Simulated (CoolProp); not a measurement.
A single-stage vapour-compression cycle with R125: evaporating at 197.15 K (dew point), condensing at 221.15 K (bubble point), superheat 2 K, subcooling 0 K, compressor efficiency 0.6, no pressure losses. Each further row changes one setting.

The numbers come from the reference Helmholtz-energy equation of state, Lemmon 2005 in CoolProp.

```
case                              cooling COP  pressure ratio  discharge temperature (K)  refrigerating effect (kJ/kg)  volumetric capacity (kJ/m³)
--------------------------------  -----------  --------------  -------------------------  ----------------------------  ---------------------------
as stated                                4.48            4.09                      251.9                           154                          230
evaporating temperature 202.15 K         5.92            2.95                      245.1                           157                          318
condensing temperature 216.15 K          5.77            3.14                      242.0                           159                          238
subcooling 5 K                           4.64            4.09                      251.9                           159                          238
superheat 12 K                           4.43            4.09                      263.0                           160                          227
compressor efficiency 0.5                3.73            4.09                      261.3                           154                          230
```
